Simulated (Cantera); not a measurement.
An isothermal, constant-pressure homogeneous reactor starts with 97.7 % NH3, 2.34 % N2, at 1723 K and 0.620 bar.

Cantera simulation using the gas-phase N/H chemistry of the illustrative SiF4/NH3 mechanism in the Surface Chemkin manual (1991); the numbers are that mechanism's predictions, not measurements. Walls and surfaces, which speed up NH3 decomposition in real reactors, are not modelled.

One state of this run: x NH3 = 0.129; x N = 3.09e-8; x NH2 = 6.02e-5; x N2H4 = 1.44e-8; x H2 = 0.643. x: mole fraction; the columns are a selection and need not sum to one.

Problem. Which value of t (s) does it belong to?
A) 0.000891
B) 0.000382
C) 4.28
D) 0.144

Solution. C, 4.28
